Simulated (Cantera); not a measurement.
What does this Cantera script print?

```python
import numpy as np
import cantera as ct

surf = ct.Interface("diamond.yaml", "diamond_100")
gas, bulk = surf.adjacent["gas"], surf.adjacent["diamond"]
k = surf.kinetics_species_index(bulk.species_names[0])
cover = ["c6HH", "c6H*", "c6*H", "c6**", "c6HM", "c6B"]

rows, drift = [], 0.0
print(f"{'xCH3':>10s}{'um/h':>11s}" + "".join(f"{s:>11s}" for s in cover))
for v in [1e-06, 2.3e-06, 5.3e-06, 1.2e-05, 2.8e-05, 6.3e-05, 0.00015, 0.00033, 0.00077]:
    T, P, xH, xCH3 = 1373, 6800, 0.023, v
    gas.TPX = T, P, {"H": xH, "CH3": xCH3, "CH4": 0.011, "H2": 1 - xH - xCH3 - 0.011}
    surf.TP = bulk.TP = T, P
    surf.coverages = "c6H*:0.1, c6HH:0.9"
    surf.advance_coverages(100.0)
    before = surf.coverages
    surf.advance_coverages(100.0)
    drift = max(drift, np.max(np.abs(surf.coverages - before) / (surf.coverages + 1e-9)))
    rate = surf.net_production_rates[k] * bulk.mean_molecular_weight / bulk.density * 3.6e9
    rows.append([rate, *surf[cover].coverages])
    print(f"{v:10.4g}{rate:11.4e}" + "".join(f"{x:11.3e}" for x in rows[-1][1:]))
```

Result:

```
      xCH3       um/h       c6HH       c6H*       c6*H       c6**       c6HM        c6B
     1e-06 2.6368e-02  3.396e-01  5.733e-02  5.426e-01  6.041e-02  7.961e-07  7.155e-11
   2.3e-06 6.0646e-02  3.396e-01  5.733e-02  5.426e-01  6.041e-02  1.831e-06  1.646e-10
   5.3e-06 1.3975e-01  3.396e-01  5.733e-02  5.426e-01  6.040e-02  4.219e-06  3.792e-10
   1.2e-05 3.1638e-01  3.396e-01  5.733e-02  5.426e-01  6.040e-02  9.553e-06  8.585e-10
   2.8e-05 7.3812e-01  3.396e-01  5.732e-02  5.426e-01  6.039e-02  2.229e-05  2.003e-09
   6.3e-05 1.6602e+00  3.396e-01  5.732e-02  5.426e-01  6.036e-02  5.014e-05  4.505e-09
   0.00015 3.9495e+00  3.396e-01  5.731e-02  5.425e-01  6.030e-02  1.193e-04  1.072e-08
   0.00033 8.6739e+00  3.395e-01  5.729e-02  5.423e-01  6.017e-02  2.622e-04  2.354e-08
   0.00077 2.0154e+01  3.393e-01  5.724e-02  5.418e-01  5.985e-02  6.100e-04  5.469e-08
```

Cantera simulation using the Harris–Goodwin 1993 mechanism for the reconstructed diamond (100) surface; the numbers are that mechanism's predictions, not measurements.
